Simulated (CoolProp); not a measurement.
Vapour-liquid equilibrium of R125 (1) + R134a (2) at 183 kPa; x and y are mole fractions of (1).

Model: multi-fluid Helmholtz-energy mixture model, Lemmon 2005 and Tillner-Roth 1994; pair parameters Lemmon 2004, in CoolProp.

```csv
x,"bubble temperature, mixture model (K)","bubble temperature, Raoult's law (K)","y, mixture model","y, Raoult's law"
0.05,259.0,259.1,0.113,0.115
0.2,254.2,254.4,0.380,0.387
0.35,250.2,250.4,0.571,0.582
0.5,246.7,246.9,0.712,0.725
0.65,243.7,243.8,0.821,0.833
0.8,241.1,241.1,0.908,0.916
0.95,238.7,238.7,0.979,0.981
```

The largest gap from Raoult's law is -0.2 K in bubble temperature, at x = 0.35. No azeotrope shows between x = 0.05 and 0.95.

Pair parameters are fitted to limited data, so mixtures are less certain than the pure fluids.
